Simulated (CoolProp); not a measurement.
Vapour-liquid equilibrium of R143a (1) + fluoroethane (R161) (2) at 0.0449 bar; x and y are mole fractions of (1).

The numbers come from the multi-fluid Helmholtz-energy mixture model, Lemmon and Jacobsen 2000 and Wu 2012; pair parameters Bell 2016 in CoolProp.

```csv
x,"bubble temperature, mixture model (K)","bubble temperature, Raoult's law (K)","y, mixture model","y, Raoult's law"
0.05,183.9,184.0,0.101,0.090
0.15,182.7,183.0,0.268,0.251
0.25,181.7,182.1,0.403,0.389
0.35,180.8,181.2,0.515,0.508
0.45,180.0,180.4,0.612,0.612
0.55,179.3,179.6,0.698,0.703
0.65,178.6,178.9,0.775,0.783
0.75,178.0,178.2,0.845,0.854
0.85,177.4,177.5,0.910,0.917
0.95,176.9,176.9,0.971,0.974
```

The largest gap from Raoult's law is -0.4 K in bubble temperature, at x = 0.35. No azeotrope shows between x = 0.05 and 0.95.

The pair parameters rest on a limited set of measurements; away from them the model extrapolates.
